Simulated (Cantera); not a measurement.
A closed system holds: 1 mol SiCl4, 1 mol O3, equilibrated at 1450 °C and 0.0100 bar.

Equilibrium computed with Cantera from the NASA thermochemical tables; the gas is ideal and each condensed phase is pure. Candidate condensed phases: Si, SiO2; 15 gas species. The tables hold silica as quartz up to 1696 K and as liquid above; real silica turns to tridymite and cristobalite and melts near 1996 K. Rates play no part.

Base state: Cl 0.754, O2 0.124, Cl2 0.121, ClO 0.000509, O 0.000200 (mole fractions); condensed: SiO2(condensed).

Q: What changes in the equilibrium state with this change: temperature from 1450 °C to 677 °C?

A: 
```json
[
 {"species": "Cl2", "before": "0.121", "after": "0.799"},
 {"species": "O2", "before": "0.124", "after": "0.200"},
 {"species": "Cl", "before": "0.754", "after": "0.00158"},
 {"species": "O", "before": "0.000200", "after": "<1e-9"},
 {"species": "ClO", "before": "0.000509", "after": "5.07e-6"},
 {"species": "SiO2(condensed), mol", "before": "1.000", "after": "0"},
 {"species": "SiO2(β-quartz), mol", "before": "0", "after": "1.00"}
]
```
